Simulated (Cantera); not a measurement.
An adiabatic, constant-pressure homogeneous reactor starts with H2 : O2 : N2 : CO2 = 1 : 0.217 : 0.817 : 0.0057 (molar parts), equivalence ratio 2.3, at 1100 K and 500000 Pa.

Detailed kinetics in Cantera: GRI-Mech 3.0 (53 species, 325 reactions). The hydrogen kinetics of GRI-Mech 3.0 are dated; newer H2 mechanisms differ, most at raised pressure.

Problem. Predict: time of steepest temperature rise; temperature at 0.200 s; equilibrium temperature; x(H2) at 0.200 s; x(O2) at 0.200 s; x(H2O2) at 0.200 s; x(N2O) at 0.200 s; x(H) at 0.200 s.

Solution. 
* **time of steepest temperature rise**: 0.442 ms
* **temperature at 0.200 s**: 2575 K
* **equilibrium temperature**: 2575 K
* **x(H2) at 0.200 s**: 0.303 (gas-phase equilibrium 0.303)
* **x(O2) at 0.200 s**: 8.98e-6 (gas-phase equilibrium 8.98e-6)
* **x(H2O2) at 0.200 s**: 1.31e-8 (gas-phase equilibrium 1.31e-8)
* **x(N2O) at 0.200 s**: 1.21e-8 (gas-phase equilibrium 1.21e-8)
* **x(H) at 0.200 s**: 0.00859 (gas-phase equilibrium 0.00859)
